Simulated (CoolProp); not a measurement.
Saturation properties of CH3F (R41).

Computed with CoolProp (reference Helmholtz-energy equation of state, Lemmon 2006). It is a short technical equation, of lower accuracy than the large ones.

| T (K) | p (MPa) | liquid density (kg/m³) | vapour density (kg/m³) | enthalpy of vaporisation (kJ/kg) |
|---|---|---|---|---|
| 173.4 | 0.02643 | 924.3 | 0.6359 | 515.7 |
| 183.2 | 0.05111 | 904.9 | 1.175 | 503.2 |
| 193.1 | 0.09221 | [?] | 2.037 | 490.0 |
| 203 | 0.1560 | 863.8 | 3.332 | 476.0 |
| 212.9 | 0.2502 | 842.0 | 5.198 | 461.0 |
| 222.8 | 0.3833 | 819.3 | [?] | 444.9 |
| 232.7 | 0.5648 | [?] | 11.34 | 427.3 |
| 242.5 | [?] | 770.4 | 16.01 | [?] |

Problem. What belongs in the gaps?

Solution. 
- 193.1, liquid density (kg/m³): 884.7
- 222.8, vapour density (kg/m³): 7.798
- 232.7, liquid density (kg/m³): 795.4
- 242.5, p (MPa): 0.8022
- 242.5, enthalpy of vaporisation (kJ/kg): 408.3

It boils at 194.8 K under 1 atm.
